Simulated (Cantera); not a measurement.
## Equilibrium for carbon deposition, reforming and gasification: C₆H₆ + O₂ + N₂ + H₂O

Feed: 1 mol C₆H₆, 0.016 mol O₂, 5.9 mol N₂, 0.039 mol H₂O, at 2.70 mbar.

These are equilibrium values from Cantera (NASA tables, ideal gas, pure condensed phases), not measurements of a reactor. Candidate condensed phases: C, C₆H₆, C₇H₈, C₈H₁₈, H₂O; 136 gas species. Kinetics and transport are ignored.

From 1925 °C to 2575 °C the condensed part is C(graphite). The main C-bearing gas is HCN at 1925 °C and C₃ at 2575 °C. The share of C in condensed phases is highest at 1925 °C (96.4 %) and lowest at 2575 °C (74.5 %).

```
T (°C)   x N₂     x H    x H₂   x HCN      x C₃      x CN     x CO  n C(graphite)
------  -----  ------  ------  ------  --------  --------  -------  -------------
1925    0.629  0.0578   0.291  0.0128   8.59e-7   9.03e-5  0.00765           5.79
1975    0.622  0.0746   0.279  0.0146   2.32e-6  0.000152  0.00759           5.76
2025    0.615  0.0947   0.264  0.0164   5.97e-6  0.000250  0.00751           5.73
2075    0.606   0.118   0.247  0.0183   1.48e-5  0.000402  0.00741           5.71
2125    0.596   0.145   0.228  0.0200   3.51e-5  0.000633  0.00731           5.67
2175    0.585   0.174   0.207  0.0216   8.05e-5  0.000976  0.00719           5.64
2225    0.573   0.206   0.184  0.0229  0.000178   0.00148  0.00706           5.61
2275    0.561   0.239   0.161  0.0240  0.000383   0.00220  0.00692           5.57
2325    0.548   0.272   0.138  0.0247  0.000797   0.00321  0.00678           5.52
2375    0.535   0.304   0.116  0.0250   0.00161   0.00463  0.00664           5.45
2425    0.523   0.334  0.0946  0.0249   0.00317   0.00657  0.00650           5.36
2475    0.510   0.359  0.0757  0.0244   0.00609   0.00920  0.00636           5.20
2525    0.496   0.380  0.0591  0.0236    0.0114    0.0127  0.00621           4.93
2575    0.479   0.395  0.0451  0.0223    0.0209    0.0173  0.00603           4.47
```
x: gas mole fraction; n: condensed amount in mol.
